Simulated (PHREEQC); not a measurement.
Ultrapure water in contact with air or piping (model solution)

Model water analysis in mmol/kgw, 25 °C, pH 6.7, pe 0.3:

```json
[
 {"constituent": "Na", "mmol/kgw": "0.000151"},
 {"constituent": "K", "mmol/kgw": "5.31e-06"},
 {"constituent": "Ca", "mmol/kgw": "0.00122"},
 {"constituent": "Mg", "mmol/kgw": "0.000184"},
 {"constituent": "Cl", "mmol/kgw": "0.000506"},
 {"constituent": "S(6)", "mmol/kgw": "0.000366"},
 {"constituent": "Alkalinity (meq/kgw)", "mmol/kgw": "0.00173"},
 {"constituent": "Si", "mmol/kgw": "5.37e-06"},
 {"constituent": "F", "mmol/kgw": "2.41e-05"},
 {"constituent": "Fe(2)", "mmol/kgw": "3.63e-06"},
 {"constituent": "Br", "mmol/kgw": "1.67e-06"},
 {"constituent": "Zn", "mmol/kgw": "3.49e-07"}
]
```

Valence states are taken as typed.

Model: ion-association model, wateq4f.dat, run in PHREEQC.

Each row changes one thing in this solution. This is a speciation only: nothing precipitates in the calculation.

```csv
case,CO2 (mol/kgw),CO3-2 (mol/kgw),SI of Quartz (SiO2)
as made,8.41e-7,4.45e-10,-4.29
K from 5.31e-06 to 1.06e-05 mmol/kgw,8.41e-7,4.45e-10,-4.29
Ca from 0.00122 to 0.00366 mmol/kgw,[?],[?],-4.29
pH from 6.7 to 6.4 at the same alkalinity,[?],[?],-4.29
```

Q: Some entries are withheld; supply them.

A: 
- Ca from 0.00122 to 0.00366 mmol/kgw, CO2 (mol/kgw): 8.40e-7
- Ca from 0.00122 to 0.00366 mmol/kgw, CO3-2 (mol/kgw): 4.47e-10
- pH from 6.7 to 6.4 at the same alkalinity, CO2 (mol/kgw): 1.88e-6
- pH from 6.7 to 6.4 at the same alkalinity, CO3-2 (mol/kgw): 2.50e-10

Species that the database lacks are ignored. SiF6-2 is the database's only silicon fluoride. Fluoro complexes past AlF4- and FeF3 are missing from the database.
